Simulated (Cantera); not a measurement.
A closed system holds: 1 mol BCl3, a varied amount of H2, at 1650 K and 0.100 bar.

Equilibrium computed with Cantera from the NASA thermochemical tables; the gas is ideal and each condensed phase is pure. Candidate condensed phases: B; 13 gas species. The tables' values for BCl2, BCl, BH2 are old estimates; treat these amounts as uncertain. Gases not in the tables: BHCl2. Rates play no part.

x: gas mole fraction; n: condensed amount in mol.

| n(H2) (mol) | x H2 | x HCl | x BCl3 | x BCl2 | x BCl | n B(s) |
|---|---|---|---|---|---|---|
| 2.6 | 0.457 | 0.423 | 0.112 | 0.00461 | 0.00245 | ___ |
| 3.4 | 0.521 | 0.397 | 0.0763 | 0.00356 | 0.00215 | ___ |
| 4.6 | 0.592 | 0.357 | 0.0461 | 0.00254 | 0.00182 | ___ |
| 6.2 | 0.659 | 0.311 | 0.0260 | 0.00174 | 0.00150 | ___ |
| 8.3 | 0.720 | 0.263 | 0.0137 | 0.00113 | 0.00122 | 0.843 |
| 11 | 0.774 | 0.217 | 0.00695 | 0.000721 | 0.000969 | 0.892 |
| 15 | 0.824 | 0.171 | 0.00308 | 0.000419 | 0.000739 | 0.930 |
| 20 | 0.863 | 0.134 | 0.00139 | 0.000247 | 0.000567 | 0.952 |
| 27 | 0.896 | 0.103 | 0.000589 | 0.000139 | 0.000426 | 0.966 |
| 36 | 0.920 | 0.0787 | 0.000254 | 7.94e-5 | 0.000322 | 0.974 |
| 48 | 0.939 | 0.0599 | 0.000109 | 4.51e-5 | 0.000242 | 0.978 |

### Question
Fill in the missing entries.

### Answer

- 2.6, n B(s): 0.536
- 3.4, n B(s): 0.612
- 4.6, n B(s): 0.699
- 6.2, n B(s): 0.778
